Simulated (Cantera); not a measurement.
# Counterflow diffusion flame

A counterflow diffusion flame at 0.326 atm, nozzles 20 mm apart: fuel side CH4 : H2 = 1 : 0.076 (molar parts) at 300 K, oxidiser side O2 : N2 = 0.18 : 0.82 (molar parts) at 423 K, fuel mass flux 0.76 times the oxidiser's; mixture-averaged transport, no radiation.

Computed with Cantera and GRI-Mech 3.0 (53 species, 325 reactions). GRI-Mech 3.0 has no aromatics or soot, which form on the fuel side of real flames. The maximum strain rate includes the flame's own expansion and is several times the mean. A flux with no burning solution from the previous one only brackets extinction.

| oxidiser flux (kg/m²/s) | max strain (1/s) | mean strain (1/s) | T max (K) | peak x OH | peak x H | peak x NO | peak x CO | peak x C2H2 |
|---|---|---|---|---|---|---|---|---|
| 0.2 | 340 | 75.3 | 1803 | 0.00452 | 0.00568 | 4.84e-5 | 0.0436 | 0.00560 |
| 0.27 | 444 | 102 | 1767 | 0.00399 | 0.00528 | 2.99e-5 | 0.0445 | 0.00432 |
| 0.36 | 568 | 135 | 1704 | 0.00309 | 0.00429 | 1.23e-5 | 0.0452 | 0.00249 |
x: mole fraction; the columns are a selection and need not sum to one.

At the next flux tried, 0.49 kg/m²/s, no burning solution was found from the previous one.
